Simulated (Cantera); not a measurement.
Feed: 1 mol SiC, 0.001 mol H₂O, 4.3 mol N₂, at 2073 K and 1.00 Torr.

These are equilibrium values from Cantera (NASA tables, ideal gas, pure condensed phases), not measurements of a reactor. Candidate condensed phases: C, C₆H₆, C₇H₈, C₈H₁₈, H₂O, Si, SiC, SiO₂, Si₂N₂O, Si₃N₄; 151 gas species. The tables' values for SiN are old estimates; treat these amounts as uncertain. Kinetics and transport are ignored.

### Question
What is the equilibrium state?

### Answer
| Quantity | Result |
|---|---|
| x(N₂) | 0.993 |
| x(Si) | 0.00532 |
| x(H) | 0.000327 |
| x(SiC₂) | 0.000306 |
| x(CO) | 0.000229 |
| x(Si₂C) | 0.000196 |
| x(HCN) | 8.80e-5 |
| x(SiN) | 4.26e-5 |
| x(CN) | 3.86e-5 |
| n(C(graphite)) | 0.0212 mol |
| n(SiC(s)) | 0.974 mol |
| gas amount | 4.328 mol |
| log10 activity of Si(l) (absent) | -1.15 |
